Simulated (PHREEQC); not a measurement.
**Brine: an equilibrium model**

Consider water at 25 °C with 1 mol K2CO3, 0.21 mol KCl and 0.0019 mol H4SiO4 per kg of water. Closed to the air; pH follows from the charge balance.

The numbers come from PHREEQC with the Pitzer model, pitzer.dat.

Each row changes one thing in this solution. No solid was allowed to form.

```json
[
 {"case": "as made", "pH": "11.80", "ionic strength (mol/kgw)": "3.20", "H3SiO4- (mol/kgw)": "0.00114", "H4SiO4 (mol/kgw)": "4.58e-6", "SI of Sylvite (KCl)": "-1.80", "SI of SiO2(a) (SiO2)": "-2.58"},
 {"case": "temperature from 25 to 20 °C", "pH": "11.90", "ionic strength (mol/kgw)": "3.20", "H3SiO4- (mol/kgw)": "0.00120", "H4SiO4 (mol/kgw)": "4.61e-6", "SI of Sylvite (KCl)": "-1.75", "SI of SiO2(a) (SiO2)": "-2.53"},
 {"case": "K2CO3 left out", "pH": "6.24", "ionic strength (mol/kgw)": "0.210", "H3SiO4- (mol/kgw)": "7.34e-7", "H4SiO4 (mol/kgw)": "0.00190", "SI of Sylvite (KCl)": "-2.55", "SI of SiO2(a) (SiO2)": "-0.05"},
 {"case": "temperature from 25 to 5 °C", "pH": "12.23", "ionic strength (mol/kgw)": "3.21", "H3SiO4- (mol/kgw)": "0.00138", "H4SiO4 (mol/kgw)": "4.63e-6", "SI of Sylvite (KCl)": "-1.58", "SI of SiO2(a) (SiO2)": "-2.39"},
 {"case": "K2CO3 from 1 to 1.1 mol/kgw", "pH": "11.84", "ionic strength (mol/kgw)": "3.50", "H3SiO4- (mol/kgw)": "0.00108", "H4SiO4 (mol/kgw)": "3.86e-6", "SI of Sylvite (KCl)": "-1.76", "SI of SiO2(a) (SiO2)": "-2.64"},
 {"case": "KCl from 0.21 to 0.189 mol/kgw", "pH": "11.80", "ionic strength (mol/kgw)": "3.18", "H3SiO4- (mol/kgw)": "0.00115", "H4SiO4 (mol/kgw)": "4.60e-6", "SI of Sylvite (KCl)": "-1.85", "SI of SiO2(a) (SiO2)": "-2.58"},
 {"case": "KCl from 0.21 to 0.231 mol/kgw", "pH": "11.80", "ionic strength (mol/kgw)": "3.22", "H3SiO4- (mol/kgw)": "0.00114", "H4SiO4 (mol/kgw)": "4.56e-6", "SI of Sylvite (KCl)": "-1.75", "SI of SiO2(a) (SiO2)": "-2.58"}
]
```

In brines, pH and single-ion activities rest on the MacInnes convention. At this temperature some constants are extrapolated from 25 °C, and those without enthalpy data are left unchanged.
